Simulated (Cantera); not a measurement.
# Thermal oxidation and active oxidation of silicon: Si + CO2 + N2

Charge: 1 mol Si, 2.8 mol CO2, a varied amount of N2, at 1.10 mbar.

Method: chemical equilibrium by Gibbs-energy minimisation in Cantera with the NASA 1993 tables (ideal gas, pure condensed phases). Candidate condensed phases: C, Si, SiC, SiO2, Si2N2O, Si3N4; 34 gas species. The tables hold silica as quartz up to 1696 K and as liquid above; real silica turns to tridymite and cristobalite and melts near 1996 K. The numbers say what is thermodynamically allowed, not how fast it happens.

Stable condensed phases:

```
T in K \ n(N2) in mol
          38  84 130 180 220 270 310 360
   2125    A   A   A   A   A   A   A   A
   2075    A   A   A   A   A   A   A   A
   2025    B   A   A   A   A   A   A   A
   1975    B   B   A   A   A   A   A   A
   1925    B   B   B   B   B   A   A   A
   1875    B   B   B   B   B   B   B   B
   1825    B   B   B   B   B   B   B   B
   1775    B   B   B   B   B   B   B   B
   1725    B   B   B   B   B   B   B   B
```

A: gas only; B: SiO2.
